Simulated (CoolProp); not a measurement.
Computed with CoolProp (reference Helmholtz-energy equation of state, Lemmon 2003). It is a pseudo-pure fit of the blend.

For R407C, give the phase and the cv (kJ/(kg K)), speed of sound (m/s) at 336.1 K and 218 kPa; 256.8 K and 1490 kPa.


- 336.1 K and 218 kPa: gas; cv 0.796, speed of sound 188
- 256.8 K and 1490 kPa: liquid; cv 0.862, speed of sound 679
